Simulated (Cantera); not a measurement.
Mixture: C3H8 : O2 : N2 : H2O = 1 : 4.17 : 15.7 : 0.56 (molar parts), at 8.50 bar, adiabatic and at constant pressure. Ignition delay is the time to a rise of 400 K.

Detailed kinetics in Cantera: GRI-Mech 3.0 (53 species, 325 reactions). GRI-Mech 3.0 was tuned for natural gas; its chemistry of propane as a main component is partial and can be far from experiment.

**Question.** What does this change do: 0.76 parts H2 added?

**Answer.** 
| quantity | before | after |
|---|---|---|
| delay at 1123 K | 8.17 ms | 1.71 ms |
| delay at 1223 K | 1.28 ms | 0.540 ms |
| delay at 1323 K | 0.238 ms | 0.150 ms |
| delay at 1423 K | 57.2 µs | 44.0 µs |
| delay at 1523 K | 18.2 µs | 15.5 µs |
| apparent activation energy between 1473 and 1573 K | 200 kJ/mol | 180 kJ/mol |
